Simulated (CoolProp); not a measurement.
Vapour-liquid equilibrium of R125 (1) + isobutane (2) at -45.05 °C; x and y are mole fractions of (1).

Model: multi-fluid Helmholtz-energy mixture model, Lemmon 2005 and Bücker 2006; pair parameters Bell 2016, in CoolProp.

```
x      bubble pressure, mixture model (kPa)  bubble pressure, Raoult's law (kPa)  y, mixture model  y, Raoult's law
-----  ------------------------------------  -----------------------------------  ----------------  ---------------
0.05                                  45.90                                26.81             0.536            0.219
0.125                                 72.96                                33.96             0.723            0.432
0.2                                   91.27                                41.11             0.789            0.571
0.275                                 102.9                                48.26             0.821            0.669
0.35                                  109.7                                55.40             0.838            0.741
0.425                                 113.4                                62.55             0.847            0.797
0.5                                   115.2                                69.70             0.852            0.842
0.575                                 116.1                                76.85             0.855            0.878
0.65                                  116.7                                83.99             0.857            0.908
0.725                                 117.5                                91.14             0.862            0.933
0.8                                   118.6                                98.29             0.872            0.955
0.875                                 119.6                                105.4             0.893            0.974
0.95                                  119.5                                112.6             0.940            0.990
```

The largest gap from Raoult's law is +122.0 % in bubble pressure, at x = 0.2. y crosses x between x = 0.875 and 0.95: the model has an azeotrope there.

Pair parameters are fitted to limited data, so mixtures are less certain than the pure fluids. With so large a gap from Raoult's law the liquid may split in two, which this calculation doesn't test in full.
